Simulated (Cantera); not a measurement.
Input (Python, Cantera) and output of one run.

```python
import numpy as np
import cantera as ct

gas_names = """
    CL CL2 H HCL H2 Si SiCL SiCL2 SiCL3 SiCL4 SiH SiHCL3 SiH2 SiH2CL2 SiH3 SiH3CL SiH4 Si2 Si3
""".split()
cond_names = """
    Si(cr) Si(L)
""".split()


# ... load() reads the species with a 1 bar reference pressure and builds the phases ...
atoms = {
    'Si': {'Si': 1},
    'H2': {'H': 2},
    'HCl': {'H': 1, 'CL': 1},
}
top_T = {}  # K; cautious upper limits of use, not melting points


# ... equilibrate(T, P, feed) seeds the gas with the atoms and calls Mixture.equilibrate('TP', solver="vcs", rtol=1e-11, max_steps=5000) ...
results = []
feed = {'Si': 1, 'H2': 2, 'HCl': 0.77}  # mol
T = 1598  # K
P = 13332.2  # Pa
mix = equilibrate(T, P, feed)
results.append((T, P, feed, dict(zip(mix.species_names, mix.species_moles))))
x = sorted(zip(gas.X, gas.species_names), reverse=True)
print(f"T = {T:g} K  P = {P:g} Pa  gas = {mix.phase_moles(0):.4g} mol")
print("   x: " + "  ".join(f"{s} {v:.3e}" for v, s in x if v > 0.0001))
print("   condensed (mol): " + ("  ".join(f"{mix.phase(i).name} {mix.phase_moles(i):.4g}"
      for i in range(1, mix.n_phases) if mix.phase_moles(i) > 1e-12) or "none"))
```

It prints:

```
T = 1598 K  P = 13332.2 Pa  gas = 2.759 mol
   x: H2 8.014e-01  HCL 1.250e-01  SiCL2 6.708e-02  SiCL3 4.718e-03  SiCL4 8.215e-04  SiHCL3 7.561e-04  H 1.305e-04  SiH2CL2 1.161e-04
   condensed (mol): Si(cr) 0.7972
```

Cantera equilibrium calculation (NASA polynomials, part measured and part estimated; ideal gas, pure solids and liquids). The tables' values for SiCl3, SiCl are old estimates; treat these amounts as uncertain.
